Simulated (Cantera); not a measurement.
A perfectly stirred reactor is fed with 2.47 % CH4, 0.619 % C2H6, 8.09 % O2, 88.8 % N2, equivalence ratio 0.88, at 0.210 bar; it is adiabatic with a 823 K inlet, and is followed from long to short residence time, starting on the burning branch (τ in s: 0.17, 0.056, 0.018, 0.0061, 0.002, 0.00066, 0.00022, 7.2e-05, 2.4e-05).

Cantera simulation using GRI-Mech 3.0 (53 species, 325 reactions); the numbers are that mechanism's predictions, not measurements.

x: mole fraction; the columns are a selection and need not sum to one.

| τ (s) | T (K) | x CH4 | x C2H6 | x O2 | x H2O2 | x OH | x N2O |
|---|---|---|---|---|---|---|---|
| 0.17 | 1587 | 8.74e-6 | 5.48e-7 | 0.0113 | 4.96e-8 | 0.00125 | 3.99e-8 |
| 0.056 | 1560 | 1.85e-5 | 1.14e-6 | 0.0123 | 7.52e-8 | 0.00152 | 3.31e-8 |
| 0.018 | 1522 | ___ | ___ | ___ | ___ | 0.00173 | ___ |
| 0.0061 | 1479 | ___ | ___ | ___ | ___ | 0.00178 | ___ |
| 0.0020 | 1420 | 0.000445 | 2.50e-5 | 0.0202 | 1.93e-7 | 0.00147 | 2.11e-8 |
| 0.00066 | 823 | 0.0247 | 0.00619 | 0.0809 | <1e-12 | <1e-12 | <1e-12 |
| 0.00022 | 823 | 0.0247 | 0.00619 | 0.0809 | <1e-12 | <1e-12 | <1e-12 |
| 7.2e-5 | 823 | 0.0247 | 0.00619 | 0.0809 | <1e-12 | <1e-12 | <1e-12 |
| 2.4e-5 | 823 | 0.0247 | 0.00619 | 0.0809 | <1e-12 | <1e-12 | <1e-12 |

Question: Some entries are withheld; supply them.

Answer: 
- 0.018, x CH4: 4.36e-5
- 0.018, x C2H6: 2.60e-6
- 0.018, x O2: 0.0138
- 0.018, x H2O2: 1.11e-7
- 0.018, x N2O: 2.82e-8
- 0.0061, x CH4: 0.000114
- 0.0061, x C2H6: 6.57e-6
- 0.0061, x O2: 0.0158
- 0.0061, x H2O2: 1.53e-7
- 0.0061, x N2O: 2.50e-8
